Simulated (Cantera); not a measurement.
# Catalytic combustion on Pt

An isothermal plug-flow reactor at 1225 K and 1800 Torr (inlet), inlet velocity 2.1 m/s, active area per volume 9100 1/m; feed 0.672 % CH4, 7.77 % O2, 91.6 % N2, equivalence ratio 0.17.

Model: Deutschmann's 1995 Pt surface mechanism with GRI-Mech 3.0 gas chemistry, integrated in Cantera. Catalytic surfaces can have several steady states; this one follows from the mechanism file's or the stated starting coverage. Mass transfer to the wall is taken as infinitely fast.

| z (m) | x CH4 | x O2 | x H2O | x CO2 | x CO | θ free Pt | θ O* | θ OH* |
|---|---|---|---|---|---|---|---|---|
| 7.8e-05 | 0.00587 | 0.0759 | 0.00171 | 0.000846 | 7.82e-6 | 0.407 | 0.593 | 0.000779 |
| 0.00017 | 0.00499 | 0.0742 | 0.00346 | 0.00172 | 6.67e-6 | 0.408 | 0.591 | 0.00108 |
| 0.00036 | 0.00355 | 0.0714 | 0.00631 | 0.00314 | 4.79e-6 | 0.409 | 0.589 | 0.00143 |
| 0.00078 | 0.00166 | 0.0676 | 0.0101 | 0.00502 | 2.26e-6 | 0.412 | 0.586 | 0.00180 |
| 0.0017 | 0.000306 | 0.0649 | 0.0128 | 0.00636 | 4.32e-7 | 0.414 | 0.584 | 0.00202 |
| 0.0036 | 9.16e-6 | 0.0643 | 0.0134 | 0.00666 | 2.45e-8 | 0.414 | 0.583 | 0.00207 |
| 0.0078 | 5.01e-9 | 0.0643 | 0.0134 | 0.00668 | 5.85e-9 | 0.414 | 0.583 | 0.00207 |
x: gas mole fraction; θ: surface coverage.
